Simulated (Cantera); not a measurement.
An adiabatic, constant-pressure homogeneous reactor starts with CO : H2 : O2 : N2 = 1 : 0.2 : 0.261 : 0.981 (molar parts), equivalence ratio 2.3, at 1173 K and 760 Torr. Integrator tolerance rtol = 1e-08.

Computed with Cantera and GRI-Mech 3.0 (53 species, 325 reactions).

Question: What does this change do: pressure from 760 Torr to 278 Torr?

Answer: 
```tsv
quantity	before	after
time of steepest temperature rise	89.0 µs	0.229 ms
temperature at 0.300 s	2642 K	2593 K
equilibrium temperature	2642 K	2593 K
x(CO) at 0.300 s	0.295 (gas-phase equilibrium 0.295)	0.296 (gas-phase equilibrium 0.296)
x(H2) at 0.300 s	0.0187 (gas-phase equilibrium 0.0187)	0.0189 (gas-phase equilibrium 0.0189)
x(O2) at 0.300 s	0.00163 (gas-phase equilibrium 0.00163)	0.00267 (gas-phase equilibrium 0.00267)
x(NO) at 0.300 s	0.00193 (gas-phase equilibrium 0.00193)	0.00228 (gas-phase equilibrium 0.00228)
x(H) at 0.300 s	0.00622 (gas-phase equilibrium 0.00622)	0.00851 (gas-phase equilibrium 0.00851)
```

Question: What does this change do: pressure from 760 Torr to 3750 Torr?

Answer: 
| quantity | before | after |
|---|---|---|
| time of steepest temperature rise | 89.0 µs | 33.9 µs |
| temperature at 0.300 s | 2642 K | 2699 K |
| equilibrium temperature | 2642 K | 2699 K |
| x(CO) at 0.300 s | 0.295 (gas-phase equilibrium 0.295) | 0.293 (gas-phase equilibrium 0.293) |
| x(H2) at 0.300 s | 0.0187 (gas-phase equilibrium 0.0187) | 0.0186 (gas-phase equilibrium 0.0186) |
| x(O2) at 0.300 s | 0.00163 (gas-phase equilibrium 0.00163) | 0.000594 (gas-phase equilibrium 0.000594) |
| x(NO) at 0.300 s | 0.00193 (gas-phase equilibrium 0.00193) | 0.00128 (gas-phase equilibrium 0.00128) |
| x(H) at 0.300 s | 0.00622 (gas-phase equilibrium 0.00622) | 0.00348 (gas-phase equilibrium 0.00348) |
The hydrogen kinetics of GRI-Mech 3.0 are dated; newer H2 mechanisms differ, most at raised pressure.
